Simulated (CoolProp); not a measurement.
Values from CoolProp's reference Helmholtz-energy equation of state, Smukala 2000.

**Question.** Give the vapour pressure (MPa), liquid density (kg/m³), liquid cp (kJ/(kg K)), surface tension (mN/m) of saturated ethylene at 185, 196.2 K.

**Answer.** 
| T (K) | p (MPa) | liquid density (kg/m³) | liquid cp (kJ/(kg K)) | surface tension (mN/m) |
|---|---|---|---|---|
| 185 | 0.233 | 545 | 2.46 | 13.7 |
| 196.2 | 0.389 | 527 | 2.51 | 11.9 |

Surface tension comes from a separate correlation (Mulero 2012).
